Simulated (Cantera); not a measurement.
## Thermodynamics of chemical vapour transport, feed Al + Cl2 + N2

Charge: 1 mol Al, 1.2 mol Cl2, 1.6 mol N2, equilibrated at 21.0 Torr.

These are equilibrium values from Cantera (NASA tables, ideal gas, pure condensed phases), not measurements of a reactor. Candidate condensed phases: Al, AlCl3, AlN; 11 gas species. The tables' values for AlCl2 are old estimates; treat these amounts as uncertain. Equilibrium is a limit: real reactors are often held back by kinetics, nucleation or transport.

From 1125 K to 1475 K the condensed part is AlN(s). The main Al-bearing gas is AlCl3 throughout.

```json
[
 {"T (K)": "1125", "log p N2": "-1.74", "log p AlCl3": "-2.01", "log p AlCl2": "-5.72", "log p AlCl": "-7.71", "n AlN(s)": "0.200"},
 {"T (K)": "1175", "log p N2": "-1.74", "log p AlCl3": "-2.01", "log p AlCl2": "-5.30", "log p AlCl": "-7.02", "n AlN(s)": "0.200"},
 {"T (K)": "1225", "log p N2": "-1.74", "log p AlCl3": "-2.01", "log p AlCl2": "-4.92", "log p AlCl": "-6.39", "n AlN(s)": "0.200"},
 {"T (K)": "1275", "log p N2": "-1.74", "log p AlCl3": "-2.01", "log p AlCl2": "-4.57", "log p AlCl": "-5.81", "n AlN(s)": "0.199"},
 {"T (K)": "1325", "log p N2": "-1.74", "log p AlCl3": "-2.01", "log p AlCl2": "-4.25", "log p AlCl": "-5.28", "n AlN(s)": "0.198"},
 {"T (K)": "1375", "log p N2": "-1.74", "log p AlCl3": "-2.02", "log p AlCl2": "-3.96", "log p AlCl": "-4.78", "n AlN(s)": "0.196"},
 {"T (K)": "1425", "log p N2": "-1.74", "log p AlCl3": "-2.02", "log p AlCl2": "-3.68", "log p AlCl": "-4.32", "n AlN(s)": "0.192"},
 {"T (K)": "1475", "log p N2": "-1.74", "log p AlCl3": "-2.03", "log p AlCl2": "-3.43", "log p AlCl": "-3.90", "n AlN(s)": "0.183"}
]
```
log p: log10 of the partial pressure in bar; n: condensed amount in mol.
